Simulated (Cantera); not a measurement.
What does this Cantera script print?

```python
import numpy as np
import cantera as ct

gas_names = """
    S2 Si C2H4 CS2 SiH2 H2 Si2C SiC2 C6H6 SiH3
""".split()
cond_names = """
    C(gr)
""".split()


# ... load() reads the species with a 1 bar reference pressure and builds the phases ...
species = {s.name: s for s in load("nasa_gas.yaml", gas_names) + load("nasa_condensed.yaml", cond_names)}
# Each term lists the table entries of one substance; the one whose range holds T is used.
reactions = {
    '2 S2(g) + 2 Si(g) + C2H4(g) = 2 CS2(g) + 2 SiH2(g)':
        [(-2, ['S2']), (-2, ['Si']), (-1, ['C2H4']), (2, ['CS2']), (2, ['SiH2'])],
    'Si(g) + H2(g) = SiH2(g)':
        [(-1, ['Si']), (-1, ['H2']), (1, ['SiH2'])],
    '2 Si2C(g) = SiC2(g) + 3 Si(g)':
        [(-2, ['Si2C']), (1, ['SiC2']), (3, ['Si'])],
    '2 SiC2(g) + C6H6(g) = 10 C + 2 SiH3(g)':
        [(-2, ['SiC2']), (-1, ['C6H6']), (10, ['C(gr)']), (2, ['SiH3'])],
}


def pick(names, T):
    return next(species[n] for n in names if species[n].thermo.min_temp <= T <= species[n].thermo.max_temp)


results = []
for label, terms in reactions.items():
    print(label)
    print("     T/K   dH/kJ  dS/(J/K)   dG/kJ   log10 K")
    for T in [300, 1198, 1298, 1398, 1498, 1598, 1698, 1798, 1898]:
        used = [(nu, pick(names, T)) for nu, names in terms]
        dH = sum(nu * s.thermo.h(T) for nu, s in used) / 1e6
        dS = sum(nu * s.thermo.s(T) for nu, s in used) / 1e3
        dG = dH - T * dS / 1e3
        logK = -dG * 1e6 / (ct.gas_constant * T * np.log(10))
        results.append((label, T, dH, dS, dG, logK, [s.name for _, s in used]))
        print(f"{T:8g} {dH:8.1f} {dS:8.1f} {dG:8.1f} {logK:8.2f}")
```

It prints:

```
2 S2(g) + 2 Si(g) + C2H4(g) = 2 CS2(g) + 2 SiH2(g)
     T/K   dH/kJ  dS/(J/K)   dG/kJ   log10 K
     300   -484.7   -120.8   -448.5    78.08
    1198   -466.7    -94.6   -353.4    15.41
    1298   -465.2    -93.4   -344.0    13.84
    1398   -464.0    -92.5   -334.7    12.51
    1498   -463.0    -91.8   -325.5    11.35
    1598   -462.2    -91.3   -316.3    10.34
    1698   -461.6    -90.9   -307.2     9.45
    1798   -461.2    -90.7   -298.2     8.66
    1898   -461.0    -90.6   -289.1     7.96
Si(g) + H2(g) = SiH2(g)
     T/K   dH/kJ  dS/(J/K)   dG/kJ   log10 K
     300   -204.7    -91.2   -177.3    30.87
    1198   -205.1    -95.6    -90.5     3.95
    1298   -204.6    -95.2    -81.0     3.26
    1398   -204.1    -94.9    -71.5     2.67
    1498   -203.7    -94.6    -62.0     2.16
    1598   -203.3    -94.3    -52.6     1.72
    1698   -202.9    -94.1    -43.2     1.33
    1798   -202.6    -93.9    -33.8     0.98
    1898   -202.3    -93.8    -24.4     0.67
2 Si2C(g) = SiC2(g) + 3 Si(g)
     T/K   dH/kJ  dS/(J/K)   dG/kJ   log10 K
     300    894.0    256.2    817.1  -142.27
    1198    900.1    267.7    579.3   -25.26
    1298    900.4    268.0    552.5   -22.23
    1398    900.7    268.2    525.7   -19.64
    1498    901.1    268.5    498.9   -17.40
    1598    901.4    268.7    472.0   -15.43
    1698    901.7    268.9    445.1   -13.69
    1798    902.0    269.1    418.2   -12.15
    1898    902.3    269.2    391.3   -10.77
2 SiC2(g) + C6H6(g) = 10 C + 2 SiH3(g)
     T/K   dH/kJ  dS/(J/K)   dG/kJ   log10 K
     300   -894.3   -252.4   -818.6   142.53
    1198   -880.8   -237.8   -596.0    25.98
    1298   -878.1   -235.6   -572.3    23.03
    1398   -875.4   -233.6   -548.8    20.51
    1498   -872.7   -231.7   -525.6    18.33
    1598   -869.9   -229.9   -502.5    16.42
    1698   -867.1   -228.2   -479.6    14.75
    1798   -864.3   -226.6   -456.8    13.27
    1898   -861.5   -225.1   -434.3    11.95
```

Source: NASA polynomial tables (part measured, part estimated), evaluated in Cantera. Condensed species are held in their standard states even where they would react or evaporate.
